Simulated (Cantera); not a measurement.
Cantera with NASA thermochemical tables; ideal gases at 1 bar, condensed phases pure. Values are per mole of reaction as written; species without (g) are pure solids or liquids, kept so even where they would boil at 1 bar.

H₂O₂(g) + 2 BaO + 2 HCl(g) ⇌ Cl₂(g) + 2 Ba(OH)₂, with ΔH° = -475.4 kJ and ΔS° = -314.9 J/K at 300 K.

**Question.** How far is the shortcut ΔG° ≈ ΔH°(300 K) − T·ΔS°(300 K) from the full temperature-dependent value at 448, 548, 648, 748, 848 K?

**Answer.** 
| T (K) | shortcut (kJ) | full (kJ) | difference (kJ) | difference in log10 K | condensed phases |
|---|---|---|---|---|---|
| 448 | -334.3 | -335.9 | 1.6 | -0.18 | BaO(s), Ba(OH)₂(s) |
| 548 | -302.8 | -307.1 | 4.3 | -0.41 | BaO(s), Ba(OH)₂(s) |
| 648 | -271.3 | -279.5 | 8.1 | -0.66 | BaO(s), Ba(OH)₂(s) |
| 748 | -239.8 | -256.2 | 16.4 | -1.14 | BaO(s), Ba(OH)₂(l) |
| 848 | -208.3 | -235.8 | 27.4 | -1.69 | BaO(s), Ba(OH)₂(l) |
The shortcut ignores heat capacities and the phase changes listed.
